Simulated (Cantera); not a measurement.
## Adiabatic ignition

An adiabatic, constant-volume homogeneous reactor starts with H₂ : O₂ : N₂ : NO = 1 : 1.06 : 4 : 0.013 (molar parts), at 1100 K and 5.00 bar.

Detailed kinetics in Cantera: GRI-Mech 3.0 (53 species, 325 reactions). The hydrogen kinetics of GRI-Mech 3.0 are dated; newer H2 mechanisms differ, most at raised pressure. The mechanism lacks 2 NO + O2 → 2 NO2 and HONO, so NO2 and the effect of NO are under-described below about 1400 K.

```
t (s)     T (K)  P (bar)      x H₂    x O₂     x NO    x HO₂     x H₂O       x H    x NO₂
--------  -----  -------  --------  ------  -------  -------  --------  --------  -------
1.00e-5    1100     5.00     0.165   0.175  0.00214  1.83e-7   3.69e-7   5.00e-8  1.45e-7
2.85e-5    1103     5.01     0.164   0.174  0.00207  9.00e-5  0.000284   2.78e-5  6.87e-5
8.09e-5    2498     10.5   0.00102  0.0977  0.00245  1.90e-5     0.173  0.000248  4.81e-6
0.000230   2497     10.5   0.00101  0.0975  0.00288  1.89e-5     0.173  0.000247  5.65e-6
0.000655   2495     10.4   0.00101  0.0970  0.00403  1.87e-5     0.173  0.000243  7.89e-6
0.00186    2489     10.4  0.000984  0.0957  0.00670  1.82e-5     0.173  0.000234  1.31e-5
0.00530    2479     10.4  0.000950  0.0937   0.0110  1.74e-5     0.174  0.000221  2.14e-5
0.0151     2473     10.3  0.000930  0.0924   0.0136  1.70e-5     0.174  0.000213  2.65e-5
0.0429     2472     10.3  0.000928  0.0923   0.0138  1.69e-5     0.174  0.000212  2.69e-5
0.122      2472     10.3  0.000928  0.0923   0.0138  1.69e-5     0.174  0.000212  2.69e-5
0.347      2472     10.3  0.000928  0.0923   0.0138  1.69e-5     0.174  0.000212  2.69e-5
0.988      2472     10.3  0.000928  0.0923   0.0138  1.69e-5     0.174  0.000212  2.69e-5
2.81       2472     10.3  0.000928  0.0923   0.0138  1.69e-5     0.174  0.000212  2.69e-5
8.00       2472     10.3  0.000928  0.0923   0.0138  1.69e-5     0.174  0.000212  2.69e-5
```
x: mole fraction; the columns are a selection and need not sum to one.

The time of steepest temperature rise is 40.5 µs and the temperature at 8.00 s comes out as 2472 K. The equilibrium temperature is 2472 K, the x(H₂) at 8.00 s is 0.000928 (gas-phase equilibrium 0.000928) and the x(O₂) at 8.00 s is 0.0923 (gas-phase equilibrium 0.0923). The x(NO) at 8.00 s comes out as 0.0138 (gas-phase equilibrium 0.0138).
